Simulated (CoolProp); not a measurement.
Vapour-liquid equilibrium of R125 (1) + R1234yf (2) at 0.637 MPa; x and y are mole fractions of (1).

Values from CoolProp's multi-fluid Helmholtz-energy mixture model, Lemmon 2005 and Lemmon 2022; pair parameters Bell 2023.

```json
[
 {"x": "0.05", "bubble temperature, mixture model (°C)": "(withheld)", "bubble temperature, Raoult's law (°C)": "20.8", "y, mixture model": "0.086", "y, Raoult's law": "0.097"},
 {"x": "0.125", "bubble temperature, mixture model (°C)": "18.5", "bubble temperature, Raoult's law (°C)": "18.3", "y, mixture model": "0.204", "y, Raoult's law": "0.226"},
 {"x": "0.2", "bubble temperature, mixture model (°C)": "16.3", "bubble temperature, Raoult's law (°C)": "16.0", "y, mixture model": "0.311", "y, Raoult's law": "0.339"},
 {"x": "0.275", "bubble temperature, mixture model (°C)": "(withheld)", "bubble temperature, Raoult's law (°C)": "13.9", "y, mixture model": "0.407", "y, Raoult's law": "0.439"},
 {"x": "0.35", "bubble temperature, mixture model (°C)": "(withheld)", "bubble temperature, Raoult's law (°C)": "11.9", "y, mixture model": "0.494", "y, Raoult's law": "0.527"},
 {"x": "0.425", "bubble temperature, mixture model (°C)": "10.3", "bubble temperature, Raoult's law (°C)": "10.0", "y, mixture model": "0.573", "y, Raoult's law": "0.606"},
 {"x": "0.5", "bubble temperature, mixture model (°C)": "8.5", "bubble temperature, Raoult's law (°C)": "8.2", "y, mixture model": "0.646", "y, Raoult's law": "0.676"},
 {"x": "0.575", "bubble temperature, mixture model (°C)": "6.8", "bubble temperature, Raoult's law (°C)": "6.5", "y, mixture model": "0.712", "y, Raoult's law": "0.739"},
 {"x": "0.65", "bubble temperature, mixture model (°C)": "5.1", "bubble temperature, Raoult's law (°C)": "4.9", "y, mixture model": "0.773", "y, Raoult's law": "0.796"},
 {"x": "0.725", "bubble temperature, mixture model (°C)": "3.6", "bubble temperature, Raoult's law (°C)": "3.4", "y, mixture model": "0.829", "y, Raoult's law": "0.847"},
 {"x": "0.8", "bubble temperature, mixture model (°C)": "2.1", "bubble temperature, Raoult's law (°C)": "1.9", "y, mixture model": "0.880", "y, Raoult's law": "0.894"},
 {"x": "0.875", "bubble temperature, mixture model (°C)": "0.7", "bubble temperature, Raoult's law (°C)": "0.5", "y, mixture model": "0.928", "y, Raoult's law": "0.937"},
 {"x": "0.95", "bubble temperature, mixture model (°C)": "-0.7", "bubble temperature, Raoult's law (°C)": "-0.8", "y, mixture model": "0.972", "y, Raoult's law": "0.976"}
]
```

Problem. What belongs in the gaps?

Solution. 
- 0.05, bubble temperature, mixture model (°C): 20.9
- 0.275, bubble temperature, mixture model (°C): 14.2
- 0.35, bubble temperature, mixture model (°C): 12.2

The largest gap from Raoult's law is +0.3 K in bubble temperature, at x = 0.425. No azeotrope shows between x = 0.05 and 0.95.

Pair parameters are fitted to limited data, so mixtures are less certain than the pure fluids.
